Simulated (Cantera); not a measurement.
Hydrocarbon pyrolysis for carbon deposition

A perfectly stirred reactor is fed with CH₄ : H₂ = 9.4 : 2.2 (molar parts), at 100000 Pa; it is held at 1775 K, and followed from long to short residence time.

Detailed kinetics in Cantera: GRI-Mech 3.0 (53 species, 325 reactions). GRI-Mech 3.0 stops at C3 and has no aromatics, soot or wall deposition, so with more carbon than oxygen in the feed, carbon stays in small species such as C2H2 where larger ones or solid carbon would form.

```
τ (s)    x CH₄   x H₂    x C₂H    x CH₂   x C₂H₄     x CH₃  x C₂H₂
------  ------  -----  -------  -------  -------  --------  ------
13      0.0225  0.759  5.61e-7  5.56e-8  0.00450  0.000152   0.214
3.6     0.0254  0.756  5.57e-7  6.14e-8  0.00448  0.000170   0.213
1.0     0.0338  0.750  5.44e-7  7.81e-8  0.00443  0.000224   0.211
0.28    0.0547  0.735  5.16e-7  1.16e-7  0.00436  0.000353   0.205
0.080   0.0982  0.704  4.67e-7  1.82e-7  0.00438  0.000608   0.193
0.023    0.179  0.644  3.93e-7  2.87e-7  0.00500   0.00106   0.170
0.0064   0.316  0.544  2.89e-7  4.44e-7  0.00763   0.00178   0.130
```
x: mole fraction; the columns are a selection and need not sum to one.
